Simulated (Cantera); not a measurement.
Input: 1 mol Cu₂O, 2.4 mol C, 3.3 mol H₂, at 19.0 Pa.

These are equilibrium values from Cantera (NASA tables, ideal gas, pure condensed phases), not measurements of a reactor. Candidate condensed phases: C, C₆H₆, C₇H₈, C₈H₁₈, Cu, CuO, Cu(OH)₂, Cu₂O, H₂O; 113 gas species. Equilibrium is a limit: real reactors are often held back by kinetics, nucleation or transport.

**Question.** Which condensed phases are stable at each of these points (T (K)): 1200, 1300, 1400, 1500, 1600, 1700, 1800, 1900, 2000, 2100, 2200, 2300?

**Answer.** 
| T (K) | condensed phases | Cu condensed (%) |
|---|---|---|
| 1200 | C(graphite) + Cu(s) | 100.0 |
| 1300 | C(graphite) + Cu(s) | 99.8 |
| 1400 | C(graphite) + Cu(l) | 98.5 |
| 1500 | C(graphite) + Cu(l) | 90.3 |
| 1600 | C(graphite) + Cu(l) | 42.9 |
| 1700 | C(graphite) | 0.0 |
| 1800 | C(graphite) | 0.0 |
| 1900 | C(graphite) | 0.0 |
| 2000 | C(graphite) | 0.0 |
| 2100 | C(graphite) | 0.0 |
| 2200 | C(graphite) | 0.0 |
| 2300 | C(graphite) | 0.0 |

From 1200 K to 1300 K the condensed part is C(graphite) + Cu(s). From 1400 K to 1600 K the condensed part is C(graphite) + Cu(l). From 1700 K to 2300 K the condensed part is C(graphite).
